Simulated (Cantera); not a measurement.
Ammonia decomposition in nitride growth gas

A perfectly stirred reactor is fed with 80.9 % NH₃, 14.6 % H₂, 4.53 % N₂, at 1.00 bar; it is held at 1648 K, and followed from long to short residence time.

Detailed kinetics in Cantera: the gas-phase N/H chemistry of the illustrative SiF4/NH3 mechanism in the Surface Chemkin manual (1991). Walls and surfaces, which speed up NH3 decomposition in real reactors, are not modelled.

```csv
τ (s),x NH₃,x H₂,x N₂H₂,x H,x NH₂,x N₂H₄,x N
1.6,0.536,0.350,3.41e-7,2.45e-5,9.20e-5,1.30e-7,1.06e-8
0.46,0.696,0.230,5.55e-7,1.51e-5,0.000112,1.93e-7,1.04e-8
0.14,0.769,0.175,6.73e-7,1.12e-5,0.000121,2.24e-7,9.92e-9
0.040,0.797,0.154,7.13e-7,9.73e-6,0.000123,2.33e-7,9.48e-9
0.012,0.805,0.148,6.97e-7,9.14e-6,0.000122,2.27e-7,8.88e-9
0.0035,0.808,0.146,6.00e-7,8.39e-6,0.000114,1.98e-7,7.28e-9
0.0010,0.809,0.146,3.40e-7,6.43e-6,8.74e-5,1.17e-7,3.52e-9
0.00030,0.809,0.146,6.95e-8,3.06e-6,4.16e-5,2.65e-8,4.22e-10
```
x: mole fraction; the columns are a selection and need not sum to one.
